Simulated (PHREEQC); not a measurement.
Synthetic water in mg/kgw, 86 °C, pH 6.44, pe 1.7:

| constituent | mg/kgw |
|---|---|
| Na | 4.61 |
| K | 0.00522 |
| Ca | 0.835 |
| Mg | 0.769 |
| Cl | 1.62 |
| S(6) as SO4 | 5.23 |
| Alkalinity as HCO3 | 9.71 |
| B | 0.00891 |
| Si as SiO2 | 0.00911 |

Valence states are taken as typed.

Model: ion-association model, phreeqc.dat, run in PHREEQC.

No solid was allowed to form.

Task: What charge-balance error does the model give?

Result: charge-balance error -1.3 %.

Task: In which forms is S present?

Result: SO4-2 97 %, MgSO4 2.1 % of the S.

Away from 25 °C the constants follow the database's enthalpies or fits; those with neither stay at their 25 °C values.
